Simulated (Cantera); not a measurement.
## Ignition delay

Mixture: 13.1 % H₂, 11.9 % O₂, 75.0 % N₂, equivalence ratio 0.55, at 500000 Pa, adiabatic and at constant volume. Ignition delay is the time to a rise of 400 K.

Detailed kinetics in Cantera: the H2/O2 subset of GRI-Mech 3.0, which has no nitrogen chemistry. The hydrogen kinetics of GRI-Mech 3.0 are dated; newer H2 mechanisms differ, most at raised pressure.

```json
[
 {"T0 (K)": "1000", "delay (ms)": "17.1"},
 {"T0 (K)": "1100", "delay (ms)": "0.700"},
 {"T0 (K)": "1200", "delay (ms)": "0.0226"},
 {"T0 (K)": "1300", "delay (ms)": "0.0101"},
 {"T0 (K)": "1400", "delay (ms)": "0.00629"},
 {"T0 (K)": "1500", "delay (ms)": "0.00455"}
]
```

```yaml
apparent activation energy between 1300 and 1500 K: 64 kJ/mol
```
